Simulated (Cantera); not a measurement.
# Adiabatic ignition

An adiabatic, constant-volume homogeneous reactor starts with C2H4 : O2 : N2 : H2O = 1 : 5.77 : 21.7 : 0.57 (molar parts), at 1573 K and 0.987 atm.

Detailed kinetics in Cantera: GRI-Mech 3.0 (53 species, 325 reactions). GRI-Mech 3.0 was tuned for natural gas; its chemistry of ethylene as a main component is partial and can be far from experiment.

```
t (s)     T (K)  P (bar)  x C2H4    x O2   x H2O    x HCO     x N2O
--------  -----  -------  ------  ------  ------  -------  --------
6.00e-6    1573    1.000  0.0344   0.199  0.0196  8.30e-9  1.41e-12
1.49e-5    1573     1.00  0.0343   0.199  0.0196  7.88e-7  6.55e-11
3.69e-5    2303     1.53  <1e-12   0.101  0.0660  4.62e-8   4.61e-7
9.15e-5    2555     1.67  <1e-12  0.0941  0.0694  1.44e-8   7.10e-7
0.000227   2701     1.75  <1e-12  0.0933  0.0742  6.68e-9   1.15e-6
0.000563   2708     1.75  <1e-12  0.0919  0.0747  6.15e-9   1.20e-6
0.00140    2701     1.75  <1e-12  0.0892  0.0751  5.88e-9   1.24e-6
0.00346    2692     1.74  <1e-12  0.0863  0.0754  5.58e-9   1.31e-6
0.00859    2688     1.74  <1e-12  0.0851  0.0756  5.47e-9   1.35e-6
0.0213     2688     1.74  <1e-12  0.0851  0.0756  5.47e-9   1.35e-6
0.0529     2688     1.74  <1e-12  0.0851  0.0756  5.47e-9   1.35e-6
0.131      2688     1.74  <1e-12  0.0851  0.0756  5.47e-9   1.35e-6
0.325      2688     1.74  <1e-12  0.0851  0.0756  5.47e-9   1.35e-6
0.806      2688     1.74  <1e-12  0.0851  0.0756  5.47e-9   1.35e-6
2.00       2688     1.74  <1e-12  0.0851  0.0756  5.47e-9   1.35e-6
```
x: mole fraction; the columns are a selection and need not sum to one.

The time of steepest temperature rise is 29.3 µs, the temperature at 2.00 s is 2688 K and the equilibrium temperature is 2688 K. The x(C2H4) at 2.00 s is <1e-12 (gas-phase equilibrium <1e-12), the x(O2) at 2.00 s is 0.0851 (gas-phase equilibrium 0.0851) and the x(H2O) at 2.00 s comes out as 0.0756 (gas-phase equilibrium 0.0756).
